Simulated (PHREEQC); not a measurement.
A solution holds 0.031 mol/kgw HCl, 0.00061 mol/kgw FeSO4 and 0.00013 mol/kgw MgSO4, at 37 °C. Closed to the air; pH follows from the charge balance.

Computed with PHREEQC (ion-association model, phreeqc.dat).

Each row changes one thing in this solution. No solid was allowed to form.

```tsv
case	pH	ionic strength (mol/kgw)	HSO4- (mol/kgw)	SO4-2 (mol/kgw)	MgSO4 (mol/kgw)
as made	1.58	0.0329	0.000489	0.000238	2.56e-6
temperature from 37 to 20 °C	1.57	0.0330	0.000429	0.000300	2.18e-6
temperature from 37 to 85 °C	1.58	0.0326	0.000638	9.22e-5	2.34e-6
temperature from 37 to 75 °C	1.58	0.0327	0.000613	0.000116	2.53e-6
0.0035 mol/kgw Na2S added	1.69	0.0330	0.000442	0.000279	2.98e-6
FeSO4 from 0.00061 to 0.00305 mol/kgw	___	0.0389	0.00194	0.00104	___
FeSO4 left out	1.57	0.0313	8.78e-5	4.17e-5	4.67e-7
diluted 5-fold with water	2.25	0.00668	5.26e-5	9.37e-5	3.81e-7
HCl from 0.031 to 0.0279 mol/kgw	1.62	0.0298	0.000475	0.000251	2.83e-6
```

Task: Some entries are withheld; supply them.

Result: 
- FeSO4 from 0.00061 to 0.00305 mol/kgw, pH: 1.60
- FeSO4 from 0.00061 to 0.00305 mol/kgw, MgSO4 (mol/kgw): 9.66e-6

Complexes and solids missing from the database can't appear. Away from 25 °C the constants follow the database's enthalpies or fits; those with neither stay at their 25 °C values.
